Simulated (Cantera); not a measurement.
# Thermodynamics of carbothermic reduction, feed PbO + C + N2 + CH4

A closed system holds: 1 mol PbO, 1.4 mol C, 0.67 mol N2, 0.38 mol CH4, held at 0.470 bar.

Equilibrium computed with Cantera from the NASA thermochemical tables; the gas is ideal and each condensed phase is pure. Candidate condensed phases: C, C6H6, C7H8, C8H18, H2O, Pb, PbO, PbO2, Pb3O4; 139 gas species. Kinetics and transport are ignored.

```
T (°C)   x CO   x N2   x H2    x CO2    x H2O    x CH4  n C(graphite)  n Pb(l)
------  -----  -----  -----  -------  -------  -------  -------------  -------
602     0.161  0.339  0.271    0.131   0.0835   0.0151           1.17    1.000
627     0.204  0.327  0.282    0.109   0.0657   0.0117           1.11    1.000
652     0.248  0.316  0.290   0.0868   0.0502  0.00898           1.05    1.000
677     0.288  0.306  0.296   0.0654   0.0375  0.00689          0.990    1.000
702     0.323  0.298  0.300   0.0471   0.0273  0.00530          0.935    1.000
727     0.350  0.291  0.302   0.0326   0.0197  0.00411          0.891    1.000
752     0.370  0.287  0.305   0.0221   0.0140  0.00320          0.857    1.000
777     0.383  0.283  0.306   0.0148   0.0100  0.00252          0.833    1.000
802     0.392  0.281  0.307  0.00984  0.00717  0.00200          0.816    1.000
```
x: gas mole fraction; n: condensed amount in mol.

From 602 °C to 802 °C the condensed part is C(graphite) + Pb(l). The main Pb-bearing gas is Pb throughout.
